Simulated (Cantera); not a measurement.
Charge: 1 mol c-C4F8, 11 mol H2, equilibrated at 1798 K and 13.3 mbar.

Cantera equilibrium calculation (NASA polynomials, part measured and part estimated; ideal gas, pure solids and liquids). Candidate condensed phases: C, C6H6, C7H8, C8H18; 95 gas species. The feed counts by its element totals alone. Equilibrium is a limit: real reactors are often held back by kinetics, nucleation or transport.

### Question
What is the equilibrium state?

### Answer
| Item | Result |
|---|---|
| x(HF) | 0.533 |
| x(H2) | 0.465 |
| x(H) | 0.00208 |
| x(C2H2 (acetylene)) | 8.02e-5 |
| x(CH4) | 2.23e-6 |
| n(C(graphite)) | 4.00 mol |
| gas amount | 15.02 mol |
